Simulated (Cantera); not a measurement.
A perfectly stirred reactor is fed with 3.53 % C3H8, 20.3 % O2, 76.2 % N2, equivalence ratio 0.87, at 3750 Torr; it is adiabatic with a 500 K inlet, and is followed from long to short residence time, starting on the burning branch (τ in s: 0.3, 0.11, 0.038, 0.013, 0.0047, 0.0017, 0.00059, 0.00021, 7.4e-05).

Detailed kinetics in Cantera: GRI-Mech 3.0 (53 species, 325 reactions). GRI-Mech 3.0 was tuned for natural gas; its chemistry of propane as a main component is partial and can be far from experiment.

One state of this run: T (K) = 2270; x C3H8 = 9.12e-7; x O2 = 0.0270; x CH2O = 1.61e-6; x C2H2 = 4.31e-6; x CH4 = 8.00e-7. x: mole fraction; the columns are a selection and need not sum to one.

Which value of τ (s) does it belong to?
A) 0.00021
B) 0.038
C) 0.0017
D) 0.0047

D, 0.0047
